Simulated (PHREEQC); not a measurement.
Make-up at 20 °C and 100 atm: 36 mmol/kgw KHCO3 and 170 mmol/kgw KOH. Closed to the air; pH follows from the charge balance.

Computed with PHREEQC (ion-association model, phreeqc.dat).

| Property | Value |
|---|---|
| pH | 13.10 |
| ionic strength | 0.242 mol/kgw |
| activity of water | 0.994 |
| specific conductance | 31600 µS/cm |
| density | 1.014 g/cm³ |
| total alkalinity | 206 meq/kg |

```tsv
species	molality	activity	log γ
K+	0.206	0.144	-0.155
OH-	0.134	0.0931	-0.158
CO3-2	0.0360	0.0106	-0.530
HCO3-	2.43e-5	1.79e-5	-0.132
```

Precipitation was switched off in this run. Under pressure, the constants of complexes without a molar volume in the database are unreliable.
